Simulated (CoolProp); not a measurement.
The fluid at 509.03 K and 2.84 MPa is throttled through a valve to 0.353 MPa with no heat exchange. The same conditions are run with several fluids, on thermodynamics alone (safety and materials aside).

Computed with CoolProp (reference Helmholtz-energy equation of state of each fluid (neopentane: Lemmon 2006; oxygen: Schmidt 1985; dimethyl ether: Wu 2011; hydrogen sulfide: Lemmon 2006)).

Task: Rank neopentane, oxygen, dimethyl ether, hydrogen sulfide by temperature change (K), highest first.

Result: oxygen (-1.7), dimethyl ether (-11.9), hydrogen sulfide (-13.6), neopentane (-14.0)

```
fluid             final density (kg/m³)
----------------  ---------------------
neopentane                         6.34
oxygen                             2.68
dimethyl ether                     3.98
hydrogen sulfide                   2.94
```

Above 300 K oxygen's equation is extrapolated.
